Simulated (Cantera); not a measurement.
# Ignition delay

Mixture: CH₃OH : O₂ : N₂ = 1 : 2.46 : 16.7 (molar parts), at 2.70 bar, adiabatic and at constant pressure. Ignition delay is the time to a rise of 400 K.

Model: GRI-Mech 3.0 (53 species, 325 reactions), integrated in Cantera. GRI-Mech 3.0 was tuned for natural gas; its chemistry of methanol as a main component is partial and can be far from experiment.

```json
[
 {"T0 (K)": "1000", "delay (ms)": "296"},
 {"T0 (K)": "1075", "delay (ms)": "54.7"},
 {"T0 (K)": "1150", "delay (ms)": "12.7"},
 {"T0 (K)": "1225", "delay (ms)": "3.63"},
 {"T0 (K)": "1300", "delay (ms)": "1.24"},
 {"T0 (K)": "1375", "delay (ms)": "0.496"},
 {"T0 (K)": "1450", "delay (ms)": "0.229"},
 {"T0 (K)": "1525", "delay (ms)": "0.120"}
]
```

- apparent activation energy between 1375 and 1525 K: 160 kJ/mol
